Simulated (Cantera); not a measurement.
Input (Python, Cantera) and output of one run.

```python
import numpy as np
import cantera as ct

gas_names = """
    Hg N NO NO2 NO3 N2 N2O O O2 O3
""".split()
cond_names = """
    Hg(cr) Hg(L) HgO(s)
""".split()


def load(file, names, dense=False):
    # The tables refer to 1 bar. Condensed volumes are neglected.
    table = {s.name: s for s in ct.Species.list_from_file(file)}
    out = []
    for n in names:
        d = dict(table[n].input_data)
        d["thermo"] = dict(d["thermo"], **{"reference-pressure": 1e5})
        if dense:
            d["equation-of-state"] = {"model": "constant-volume", "density": "1e6 g/cm^3"}
        out.append(ct.Species.from_dict(d))
    return out


gas = ct.Solution(thermo="ideal-gas", species=load("nasa_gas.yaml", gas_names))
cond = {s.name: ct.Solution(thermo="fixed-stoichiometry", species=[s], name=s.name)
        for s in load("nasa_condensed.yaml", cond_names, dense=True)}
atoms = {
    'Hg': {'Hg': 1},
    'O2': {'O': 2},
    'N2': {'N': 2},
}
top_T = {}  # K; cautious upper limits of use, not melting points


def equilibrate(T, P, feed):
    n = {}
    for name, mol in feed.items():
        for a, k in atoms[name].items():
            n[a] = n.get(a, 0.0) + k * mol
    gas.TPX = T, P, n
    mass = sum(n.values()) * gas.mean_molecular_weight
    gas.equilibrate("TP")
    valid = [c for c in cond.values() if c.min_temp <= T <= top_T.get(c.name, c.max_temp)]
    mix = ct.Mixture([(gas, mass / gas.mean_molecular_weight)] + [(c, 0.0) for c in valid])
    mix.T, mix.P = T, P
    mix.equilibrate("TP", solver="vcs", rtol=1e-11, max_steps=5000)
    return mix


results = []
feed = {'Hg': 1, 'O2': 0.88, 'N2': 0.4}  # mol
T = 1573.15  # K
P = 10000  # Pa
mix = equilibrate(T, P, feed)
results.append((T, P, feed, dict(zip(mix.species_names, mix.species_moles))))
print(gas.report(threshold=1e-05))
for i in range(1, mix.n_phases):
    print(f"{mix.phase(i).name:16s} {mix.phase_moles(i):12.5e} mol")
```

Result:

```
       temperature   1573.2 K
          pressure   10000 Pa
           density   0.080462 kg/m^3
  mean mol. weight   105.24 kg/kmol
   phase of matter   gas

                          1 kg             1 kmol
                     ---------------   ---------------
          enthalpy        5.9405e+05         6.252e+07  J
   internal energy        4.6977e+05         4.944e+07  J
           entropy            2496.3        2.6272e+05  J/K
    Gibbs function        -3.333e+06       -3.5077e+08  J
 heat capacity c_p            279.61             29427  J/K
 heat capacity c_v            200.61             21113  J/K

                      mass frac. Y      mole frac. X     chem. pot. / RT
                     ---------------   ---------------   ---------------
                Hg           0.83595           0.43859            -21.61
                NO        0.00031317         0.0010984           -30.701
                N2          0.046552           0.17489           -30.206
                 O         3.123e-06        2.0543e-05           -15.598
                O2           0.11718            0.3854           -31.195
     [   +5 minor]         8.987e-07        2.0563e-06

Hg(L)             0.00000e+00 mol
```

Equilibrium computed with Cantera from the NASA thermochemical tables; the gas is ideal and each condensed phase is pure.
